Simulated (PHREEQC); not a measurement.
Leach liquor

Dissolve 0.033 mol HCl, 0.027 mol ZnSO4 and 6.6e-05 mol MgSO4 per kg of water at 75 °C. Closed to the air; pH follows from the charge balance.

The numbers come from PHREEQC with the ion-association model, phreeqc.dat.

Precipitation was switched off in this run.

Predict the pH, density.

pH 1.84; density 0.979 g/cm³.

In which forms is Zn present?

Zn+2 68 %, ZnSO4 18 %, ZnCl+ 13 %, Zn(SO4)2-2 0.7 % of the Zn.

Species that the database lacks are ignored. Away from 25 °C the constants follow the database's enthalpies or fits; those with neither stay at their 25 °C values.
